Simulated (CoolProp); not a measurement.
Vapour-liquid equilibrium of cyclohexane (1) + dimethyl carbonate (2) at 262 kPa; x and y are mole fractions of (1).

The numbers come from the multi-fluid Helmholtz-energy mixture model, Zhou 2014 and Zhou 2011; pair parameters Bell 2016 in CoolProp.

Q: Give the bubble temperature and the first vapour's composition at x = 0.15, 0.55, 0.65. Is there an azeotrope?

A: x = 0.15: 386.0 K, y = 0.328; x = 0.55: 379.9 K, y = 0.577; x = 0.65: 379.9 K, y = 0.617. y crosses x between x = 0.55 and 0.65: the model has an azeotrope there.

The pair parameters rest on a limited set of measurements; away from them the model extrapolates.
